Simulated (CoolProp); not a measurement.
Vapour-liquid equilibrium of ethylene (1) + ethane (2) at 140.1 K; x and y are mole fractions of (1).

Values from CoolProp's multi-fluid Helmholtz-energy mixture model, Smukala 2000 and Bücker 2006; pair parameters Bell 2016.

```csv
x,bubble pressure (bar),y at the bubble point,dew pressure at overall composition x (bar),liquid density (mol/L)
0.05,0.04414,0.170,0.04003,19.92
0.125,0.05167,0.343,0.04252,20.04
0.2,0.05840,0.463,0.04531,20.17
0.275,0.06460,0.555,0.04846,20.30
0.35,0.07045,0.629,0.05203,20.43
0.425,0.07610,0.692,0.05610,20.57
0.5,0.08165,0.747,0.06076,20.71
0.575,0.08717,0.796,0.06610,20.84
0.65,0.09273,0.840,0.07226,20.99
0.725,0.09836,0.880,0.07939,21.13
0.8,0.1041,0.917,0.08770,21.28
0.875,0.1098,0.951,0.09756,21.42
0.95,0.1157,0.982,0.1096,21.57
```

No azeotrope shows between x = 0.05 and 0.95.

The pair parameters rest on a limited set of measurements; away from them the model extrapolates.
